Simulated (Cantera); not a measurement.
Input: 1 mol c-C₄F₈, 0.026 mol Si, 2.8 mol H₂, held at 100 Torr.

Cantera equilibrium calculation (NASA polynomials, part measured and part estimated; ideal gas, pure solids and liquids). Candidate condensed phases: C, C₆H₆, C₇H₈, C₈H₁₈, Si, SiC; 113 gas species. The feed counts by its element totals alone. Gases not in the tables: C₂F₆ and larger saturated fluorocarbons. The numbers say what is thermodynamically allowed, not how fast it happens.

Question: At 775 °C, list the 3 most abundant gas species with their mole fractions, and the condensed phases.

Answer: HF 0.903, CF₄ 0.0926, SiF₄ 0.00419. Condensed: C(graphite).
